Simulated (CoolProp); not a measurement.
1,2-dichloroethane along the isobar 102 bar: Z from the reference equation and from simpler models built on Tc = 288.4 °C, pc = 52.26 bar, ω = 0.269; each cubic takes its own stable root.

The numbers come from the reference Helmholtz-energy equation of state, Thol 2015 in CoolProp.

| T (°C) | phase | reference | van der Waals | Redlich-Kwong |
|---|---|---|---|---|
| 39.65 | liquid | 0.3143 | 0.5355 | 0.3677 |
| 49.75 | liquid | 0.3080 | ? | 0.3602 |
| 59.95 | liquid | 0.3022 | 0.5121 | ? |
| 70.15 | liquid | 0.2968 | 0.5016 | ? |
| 80.25 | liquid | 0.2920 | 0.4919 | 0.3415 |
| 90.45 | liquid | 0.2875 | 0.4829 | 0.3363 |
| 100.65 | liquid | 0.2835 | 0.4746 | ? |
| 110.75 | liquid | 0.2798 | 0.4670 | 0.3276 |
| 120.95 | liquid | 0.2765 | 0.4600 | 0.3239 |
| 131.15 | liquid | 0.2736 | 0.4535 | 0.3208 |
| 141.25 | liquid | 0.2710 | 0.4476 | 0.3181 |
| 151.45 | liquid | 0.2688 | 0.4422 | 0.3158 |
| 161.65 | liquid | 0.2669 | 0.4373 | ? |
| 171.75 | liquid | 0.2654 | 0.4330 | 0.3127 |
| 181.95 | liquid | 0.2642 | 0.4291 | 0.3118 |

What belongs in the gaps?


- 49.75, van der Waals: 0.5234
- 59.95, Redlich-Kwong: 0.3533
- 70.15, Redlich-Kwong: 0.3471
- 100.65, Redlich-Kwong: 0.3317
- 161.65, Redlich-Kwong: 0.3140
